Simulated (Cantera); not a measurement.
**Premixed flame**

A freely propagating, adiabatic, planar premixed flame of 16.3 % CH4, 23.3 % O2, 60.4 % N2, unburnt at 325 K and 1.00 bar; mixture-averaged transport, grid criteria slope 0.08 and curve 0.16, no radiation.

Computed with Cantera and GRI-Mech 3.0 (53 species, 325 reactions). Burning velocities carry a grid error of a few per cent, more on coarse grids.

| z (mm) | T (K) | u (m/s) | x CH4 | x O2 | x HCN | x CO | x CH2O | x HCO |
|---|---|---|---|---|---|---|---|---|
| -1.22 | 325 | 0.482 | 0.163 | 0.233 | <1e-8 | 1.08e-6 | 1.13e-8 | <1e-8 |
| -0.815 | 327 | 0.487 | 0.162 | 0.231 | <1e-8 | 2.47e-5 | 4.07e-7 | <1e-8 |
| -0.611 | 337 | 0.505 | 0.160 | 0.230 | 1.82e-8 | 0.000210 | 5.12e-6 | <1e-8 |
| -0.407 | 445 | 0.680 | 0.150 | 0.220 | 4.83e-7 | 0.00295 | 0.000118 | <1e-8 |
| -0.204 | 1039 | 1.64 | 0.102 | 0.166 | 7.24e-6 | 0.0275 | 0.00115 | 6.34e-7 |
| -0.102 | 1521 | 2.45 | 0.0571 | 0.109 | 1.73e-5 | 0.0566 | 0.00142 | 1.52e-5 |
| 0 | 1934 | 3.16 | 0.0170 | 0.0495 | 3.50e-5 | 0.0878 | 0.000745 | 4.67e-5 |
| 0.102 | 2138 | 3.51 | 0.00273 | 0.0162 | 5.28e-5 | 0.101 | 0.000225 | 2.90e-5 |
| 0.204 | 2202 | 3.61 | 0.000391 | 0.00489 | 5.19e-5 | 0.102 | 5.08e-5 | 7.91e-6 |
| 0.407 | 2229 | 3.65 | 1.34e-5 | 0.000805 | 3.07e-5 | 0.0974 | 2.34e-6 | 5.32e-7 |
| 0.815 | 2244 | 3.67 | 9.51e-8 | 0.000359 | 9.51e-6 | 0.0953 | 2.04e-8 | 1.48e-7 |
| 1.63 | 2262 | 3.69 | <1e-8 | 0.000245 | 1.58e-6 | 0.0954 | <1e-8 | 1.20e-7 |
| 3.26 | 2280 | 3.72 | <1e-8 | 0.000143 | 1.28e-7 | 0.0958 | <1e-8 | 9.15e-8 |
x: mole fraction of selected species; z is measured from the peak of heat release.

```yaml
laminar_burning_velocity: 48.2 cm/s
thermal_thickness: 0.407 mm
peak x(HCN): 5.46e-5
peak x(CO): 0.102
peak x(CH2O): 0.00145
peak x(HCO): 4.72e-5
```
